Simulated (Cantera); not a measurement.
Feed: 1 mol CH4, 0.1 mol H2O, equilibrated at 1073.15 K and 31.0 bar.

Cantera equilibrium calculation (NASA polynomials, part measured and part estimated; ideal gas, pure solids and liquids). The ideal-gas law is rough above about 30 bar. The numbers say what is thermodynamically allowed, not how fast it happens.

```json
[
 {"species": "H2O", "before": "0.0425", "after": "0.496"},
 {"species": "H2", "before": "0.532", "after": "0.374"},
 {"species": "CO2", "before": "0.00172", "after": "0.0614"},
 {"species": "CH4", "before": "0.403", "after": "0.0257"},
 {"species": "CO", "before": "0.0199", "after": "0.0427"},
 {"species": "C2H6", "before": "9.83e-5", "after": "5.68e-7"},
 {"species": "C(graphite), mol", "before": "0.354", "after": "0"}
]
```
Gas species are given as mole fractions.

Task: What was changed between the two runs?
A. temperature from 1073.15 K to 2273.15 K
B. H2O from 0.1 to 5.1 mol
C. temperature from 1073.15 K to 1600 K
D. temperature from 1073.15 K to 725 K

Result: B, H2O from 0.1 to 5.1 mol
